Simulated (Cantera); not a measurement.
An adiabatic, constant-volume homogeneous reactor starts with CH3OH : O2 : N2 = 1 : 4.41 : 52.9 (molar parts), equivalence ratio 0.34, at 1675 K and 0.987 atm.

Cantera simulation using GRI-Mech 3.0 (53 species, 325 reactions); the numbers are that mechanism's predictions, not measurements. GRI-Mech 3.0 was tuned for natural gas; its chemistry of methanol as a main component is partial and can be far from experiment.

Predict: time of steepest temperature rise; temperature at 2.00 s; equilibrium temperature; x(O2) at 2.00 s; x(H2O2) at 2.00 s; x(H2O) at 2.00 s.


```
Quantity                                                            Result
---------------------------------  ---------------------------------------
time of steepest temperature rise                                 0.119 ms
temperature at 2.00 s                                               2062 K
equilibrium temperature                                             2060 K
x(O2) at 2.00 s                      0.0473 (gas-phase equilibrium 0.0469)
x(H2O2) at 2.00 s                  1.84e-8 (gas-phase equilibrium 1.82e-8)
x(H2O) at 2.00 s                     0.0334 (gas-phase equilibrium 0.0334)
```
